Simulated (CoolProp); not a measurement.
A single-stage vapour-compression cycle with n-hexane: evaporating at 326.15 K (dew point), condensing at 363.15 K (bubble point), superheat 0 K, subcooling 8 K, compressor efficiency 0.6, no pressure losses. Each further row changes one setting.

Model: reference Helmholtz-energy equation of state, Thol 2019, in CoolProp.

| case | cooling COP | pressure ratio | discharge temperature (K) | refrigerating effect (kJ/kg) | volumetric capacity (kJ/m³) |
|---|---|---|---|---|---|
| as stated | 4.77 | 3.14 | 363.1 | 275 | 544 |
| evaporating temperature 331.15 K | 5.74 | [?] | 363.1 | 284 | 659 |
| condensing temperature 358.15 K | [?] | 2.74 | 358.2 | 288 | 569 |
| subcooling 13 K | 4.99 | 3.14 | 363.1 | 288 | 569 |
| superheat 10 K | 4.84 | 3.14 | 370.6 | 294 | 561 |
| compressor efficiency 0.5 | [?] | 3.14 | 365.9 | 275 | 544 |

Problem. Fill in the missing entries.

Solution. 
- evaporating temperature 331.15 K, pressure ratio: 2.65
- condensing temperature 358.15 K, cooling COP: 5.67
- compressor efficiency 0.5, cooling COP: 3.98

The compression ends wet for: as stated; evaporating temperature 331.15 K; condensing temperature 358.15 K; subcooling 13 K.
